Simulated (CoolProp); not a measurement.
Vapour-liquid equilibrium of propane (1) + neopentane (2) at 387 kPa; x and y are mole fractions of (1).

Values from CoolProp's multi-fluid Helmholtz-energy mixture model, Lemmon 2009 and Lemmon 2006; pair parameters Bell 2016.

Give the bubble temperature and the first vapour's composition at x = 0.25, 0.65, 0.85. Is there an azeotrope?

x = 0.25: 310.7 K, y = 0.492; x = 0.65: 284.8 K, y = 0.914; x = 0.85: 273.0 K, y = 0.983. No azeotrope shows between x = 0.05 and 0.95.

Pair parameters are fitted to limited data, so mixtures are less certain than the pure fluids.
